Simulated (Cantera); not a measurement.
Feed: 1 mol Si₂H₆, 0.32 mol O₂, held at 78.0 Pa.

Cantera equilibrium calculation (NASA polynomials, part measured and part estimated; ideal gas, pure solids and liquids). Candidate condensed phases: H₂O, Si, SiO₂; 18 gas species. The feed counts by its element totals alone. Mutual solubility and eutectic melting of coexisting phases are not modelled. The tables hold silica as quartz up to 1696 K and as liquid above; real silica turns to tridymite and cristobalite and melts near 1996 K. Gases not in the tables: Si₂H₆ and higher silanes. Rates play no part.

What share of the Si ends up in condensed phases as a function of T (K), at 1275, 1375, 1475, 1575, 1675, 1775, 1875, 1975, 2075?


| T (K) | Si condensed (%) | as |
|---|---|---|
| 1275 | 99.2 | Si(s) + SiO₂(β-quartz) |
| 1375 | 91.3 | Si(s) + SiO₂(β-quartz) |
| 1475 | 68.0 | Si(s) |
| 1575 | 68.0 | Si(s) |
| 1675 | 67.9 | Si(s) |
| 1775 | 67.5 | Si(l) |
| 1875 | 65.7 | Si(l) |
| 1975 | 59.6 | Si(l) |
| 2075 | 38.0 | Si(l) |
